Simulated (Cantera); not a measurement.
An adiabatic, constant-volume homogeneous reactor starts with C2H4 : O2 : N2 : H2O = 1 : 1.36 : 5.13 : 1.8 (molar parts), at 1150 K and 1.00 atm. Integrator tolerance rtol = 1e-08.

Detailed kinetics in Cantera: GRI-Mech 3.0 (53 species, 325 reactions). GRI-Mech 3.0 was tuned for natural gas; its chemistry of ethylene as a main component is partial and can be far from experiment.

Problem. What does this change do: initial temperature 1150 to 1425 K?

Solution. 
```json
[
 {"quantity": "time of steepest temperature rise", "before": "2.45 ms", "after": "37.3 µs"},
 {"quantity": "temperature at 0.900 s", "before": "2496 K", "after": "2670 K"},
 {"quantity": "equilibrium temperature", "before": "2496 K", "after": "2670 K"},
 {"quantity": "x(C2H4) at 0.900 s", "before": "<1e-12 (gas-phase equilibrium <1e-12)", "after": "<1e-12 (gas-phase equilibrium <1e-12)"},
 {"quantity": "x(O2) at 0.900 s", "before": "2.35e-5 (gas-phase equilibrium 2.35e-5)", "after": "0.000135 (gas-phase equilibrium 0.000135)"},
 {"quantity": "x(H2O) at 0.900 s", "before": "0.195 (gas-phase equilibrium 0.195)", "after": "0.193 (gas-phase equilibrium 0.193)"},
 {"quantity": "x(CH2CO) at 0.900 s", "before": "<1e-12 (gas-phase equilibrium <1e-12)", "after": "<1e-12 (gas-phase equilibrium <1e-12)"},
 {"quantity": "x(NO) at 0.900 s", "before": "0.000186 (gas-phase equilibrium 0.000186)", "after": "0.000594 (gas-phase equilibrium 0.000594)"},
 {"quantity": "x(HCO) at 0.900 s", "before": "3.29e-7 (gas-phase equilibrium 3.29e-7)", "after": "4.91e-7 (gas-phase equilibrium 4.91e-7)"}
]
```
